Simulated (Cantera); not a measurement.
Gas mixture: H₂ : C₂H₂ : CH₄ : NH₃ = 0.15 : 0.46 : 0.67 : 0.87 (molar parts), at 0.168 atm, frozen composition.

Cantera's kinetic-theory transport with the Lennard-Jones parameters of GRI-Mech 3.0, ideal gas; thermal conductivity in the multicomponent form. Polar gases are described roughly by these parameters.

One state of this run: ρ (kg/m³) = 0.0720; cp (J/kg/K) = 2570; μ (µPa s) = 17.1; λ (mW/m/K) = 67.0; Pr = 0.657; D (cm²/s) C₂H₂ = 2.84; D (cm²/s) CH₄ = 3.41; D (cm²/s) N₂ = 3.27. D: mixture-averaged diffusion coefficient of that species in the mixture.

Problem. Which value of T (K) does it belong to?
A. 700
B. 800
C. 500
D. 400

Solution. C, 500
